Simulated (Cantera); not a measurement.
Input: 1 mol Ta2O5, 10 mol H2, 0.42 mol H2O, equilibrated at 1.33 mbar.

Cantera equilibrium calculation (NASA polynomials, part measured and part estimated; ideal gas, pure solids and liquids). Candidate condensed phases: H2O, Ta, Ta2O5; 12 gas species. Rates play no part. All values below are at 1823 K.

Base state: H2 0.948, H2O 0.0400, H 0.0116, OH 3.40e-5 (mole fractions); condensed: Ta2O5(s).

Question: What changes in the equilibrium state with this change: Ta2O5 replaced by Nb2O5?

Answer: 
| species | before | after |
|---|---|---|
| H2 | 0.948 | 0.853 |
| H2O | 0.0400 | 0.135 |
| H | 0.0116 | 0.0110 |
| NbO2 | 0 | 0.000127 |
| OH | 3.40e-5 | 0.000121 |
| Ta2O5(s), mol | 1.000 | 0 |
| NbO2(s), mol | 0 | 2.00 |
Condensed phases not in the tables: the oxides between NbO2 and Nb2O5. Further candidate phases: Nb, NbO, NbO2, Nb2O5.
